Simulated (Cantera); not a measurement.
Feed: 1 mol CuO, 1.1 mol F2, 3.6 mol H2.

Cantera equilibrium calculation (NASA polynomials, part measured and part estimated; ideal gas, pure solids and liquids). Candidate condensed phases: Cu, CuF2, CuO, Cu(OH)2, Cu2O, H2O; 27 gas species. Equilibrium is a limit: real reactors are often held back by kinetics, nucleation or transport.

Task: What condenses at these points (T in K, P in Pa): (1600, 320); (1500, 10); (1800, 3200); (1600, 3200); (1850, 320)?

Result: 
```tsv
T (K)	P in Pa	condensed phases	Cu condensed (%)
1600	320	Cu	93.8
1500	10	Cu	57.3
1800	3200	Cu	91.2
1600	3200	Cu	99.3
1850	320	gas only	0.0
```
